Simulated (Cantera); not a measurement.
A Cantera script and its output.

```python
import numpy as np
import cantera as ct

gas = ct.Solution("SiF4_NH3_mec.yaml", "gas")
gas.TPX = 1875, 200000, {'NH3': 1, 'H2': 18}
reactor = ct.IdealGasConstPressureReactor(gas, energy="off", clone=False)
net = ct.ReactorNet([reactor])
net.rtol, net.atol = 1e-08, 1e-18
show = ['NH3', 'H2', 'NH', 'N2H2', 'N2H4', 'H']
times = np.geomspace(1e-05, 30, 11)

steps = ct.SolutionArray(gas, extra=["t"])
rows = []
print(f"{'t/s':>10s}{'T/K':>9s}{'P/Pa':>11s}" + "".join(f"{s:>11s}" for s in show))
for t in times:
    while net.time < t:
        t_next = net.step()
        steps.append(gas.state, t=t_next)
    rows.append([np.interp(t, steps.t, y) for y in (steps.T, steps.P, *steps(*show).X.T)])
    print(f"{t:10.3e}{rows[-1][0]:9.1f}{rows[-1][1]:11.4g}" + "".join(f"{x:11.3e}" for x in rows[-1][2:]))
rate = np.gradient(steps.T, steps.t)
print("integrator steps:", len(steps.t))
if steps.T.max() > steps.T[0] + 200:
    print(f"time of steepest temperature rise: {steps.t[rate.argmax()]:.4e} s")
gas.TPX = 1875, 200000, {'NH3': 1, 'H2': 18}
gas.equilibrate("TP")
print(f"equilibrium (TP): T = {gas.T:.1f} K  " + "  ".join(f"{s} {gas[s].X[0]:.3e}" for s in show))
```

Output:

```
       t/s      T/K       P/Pa        NH3         H2         NH       N2H2       N2H4          H
 1.000e-05   1875.0      2e+05  5.263e-02  9.474e-01  1.725e-10  2.106e-12  1.703e-12  5.072e-06
 4.443e-05   1875.0      2e+05  5.263e-02  9.473e-01  3.428e-09  4.707e-11  3.322e-11  2.256e-05
 1.974e-04   1875.0      2e+05  5.261e-02  9.473e-01  6.534e-08  1.147e-09  6.305e-10  9.846e-05
 8.773e-04   1875.0      2e+05  5.254e-02  9.471e-01  7.040e-07  1.939e-08  6.785e-09  3.239e-04
 3.898e-03   1875.0      2e+05  5.212e-02  9.472e-01  1.033e-06  3.116e-08  9.876e-09  3.942e-04
 1.732e-02   1875.0      2e+05  5.026e-02  9.482e-01  1.005e-06  2.926e-08  9.261e-09  3.962e-04
 7.696e-02   1875.0      2e+05  4.324e-02  9.519e-01  8.933e-07  2.249e-08  7.080e-09  4.043e-04
 3.420e-01   1875.0      2e+05  2.589e-02  9.610e-01  5.848e-07  8.945e-09  2.770e-09  4.264e-04
 1.519e+00   1875.0      2e+05  8.591e-03  9.700e-01  2.139e-07  1.104e-09  3.356e-10  4.515e-04
 6.752e+00   1875.0      2e+05  2.064e-03  9.735e-01  5.293e-08  6.600e-11  1.993e-11  4.595e-04
 3.000e+01   1875.0      2e+05  4.685e-04  9.743e-01  1.204e-08  3.467e-12  1.029e-12  4.605e-04
integrator steps: 1099
equilibrium (TP): T = 1875.0 K  NH3 7.595e-06  H2 9.745e-01  NH 1.953e-10  N2H2 6.279e-14  N2H4 2.716e-16  H 4.606e-04
```

Model: the gas-phase N/H chemistry of the illustrative SiF4/NH3 mechanism in the Surface Chemkin manual (1991), integrated in Cantera. Walls and surfaces, which speed up NH3 decomposition in real reactors, are not modelled.
